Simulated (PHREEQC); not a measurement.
Consider water at 25 °C with 4.6 mmol/kgw H2SO4, 92 mmol/kgw Al(NO3)3 and 0.65 mmol/kgw CO2. Closed to the air; pH follows from the charge balance.

All values are PHREEQC results (ion-association model, phreeqc.dat), not measurements.

| quantity | before | after |
|---|---|---|
| pH | 2.16 | 2.81 |
| AlOH+2 (mol/kgw) | 4.82e-5 | 5.14e-5 |
| Al(OH)2+ (mol/kgw) | 1.75e-8 | 1.25e-7 |
| SI of Gibbsite (Al(OH)3) | -3.77 | -2.20 |

Question: Which change was made?
A. CO2 replaced by KHCO3 at the same molality
B. 0.1 mol/kgw KCl added
C. CO2 left out
D. diluted 5-fold with water
E. H2SO4 from 0.0046 to 0.0092 mol/kgw

Answer: D, diluted 5-fold with water

No solid was allowed to form.
